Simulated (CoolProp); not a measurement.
100 sccm (0 °C, 1 atm) of nitrogen bubbles through liquid cyclopentane at 298.4 K and leaves saturated at a total pressure of 0.15 MPa (ideal gas phase). Each further row changes one setting.

The numbers come from the reference Helmholtz-energy equation of state, Gedanitz 2015 in CoolProp.

```tsv
case	vapour pressure (kPa)	mole fraction of vapour	delivery (mg/min)	delivery (sccm)	change of delivery for a bath 1 K warmer (%)
as stated	42.8	?	125	?	5.7
bath temperature 303.4 K	51.9	0.346	?	52.8	?
total pressure 0.3 MPa	42.8	0.143	52.0	?	4.7
```

Fill in the missing entries.


- as stated, mole fraction of vapour: 0.285
- as stated, delivery (sccm): 39.9
- bath temperature 303.4 K, delivery (mg/min): 165
- bath temperature 303.4 K, change of delivery for a bath 1 K warmer (%): 6.0
- total pressure 0.3 MPa, delivery (sccm): 16.6
